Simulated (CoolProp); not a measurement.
The fluid at 293.15 K and 0.00548 MPa is compressed adiabatically to 0.0267 MPa with isentropic efficiency 1. The same conditions are run with several fluids, on thermodynamics alone (safety and materials aside).

Model: reference Helmholtz-energy equation of state of each fluid (benzene: Thol 2012; R1132(E): Akasaka 2024; methane: Setzmann 1991; R141b: Lemmon 2006; n-perfluoropentane: Gao 2022), in CoolProp.

Q: Rank benzene, R1132(E), methane, R141b, n-perfluoropentane by work (kJ/kg), highest first.

A: methane (289), R1132(E) (67.1), benzene (53.2), R141b (35.4), n-perfluoropentane (13.7)

```csv
fluid,final temperature (K),final density (kg/m³)
benzene,341.3,0.742
R1132(E),361.1,0.570
methane,414.3,0.124
R141b,339.0,1.12
n-perfluoropentane,310.4,3.02
```
